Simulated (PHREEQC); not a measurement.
Synthetic water in mmol/kgw, 7.8 °C, pH 6.42, pe 9.8: Na 0.000689; K 0.000888; Ca 0.000573; Mg 0.000445; Cl 0.000688; S(6) 0.00105; Alkalinity (meq/kgw) 0.000926; N(5) 3.81e-06; Cd 6.27e-06; B 3.55e-06; Cu(2) 4.99e-06; Sr 1.62e-06.

Cl is adjusted to close the charge balance.
Valence states are taken as typed.

Equilibrium calculation in PHREEQC: ion-association model, wateq4f.dat.

```
Item                      Value
--------------  ---------------
ionic strength  6.10e-6 mol/kgw
```

| species | molality | activity | log γ |
|---|---|---|---|
| CO2 | 1.51e-6 | 1.51e-6 | 0.000 |
| HCO3- | 1.30e-6 | 1.30e-6 | -0.001 |
| SO4-2 | 1.05e-6 | 1.04e-6 | -0.005 |
| K+ | 8.88e-7 | 8.86e-7 | -0.001 |
| Na+ | 6.89e-7 | 6.87e-7 | -0.001 |
| Cl- | 6.09e-7 | 6.07e-7 | -0.001 |
| Ca+2 | 5.73e-7 | 5.66e-7 | -0.005 |

This is a speciation only: nothing precipitates in the calculation. Complexes and solids missing from the database can't appear. Away from 25 °C the constants follow the database's enthalpies or fits; those with neither stay at their 25 °C values. The database's constant for dissolved Cu(OH)2 is higher than later reviews accept.
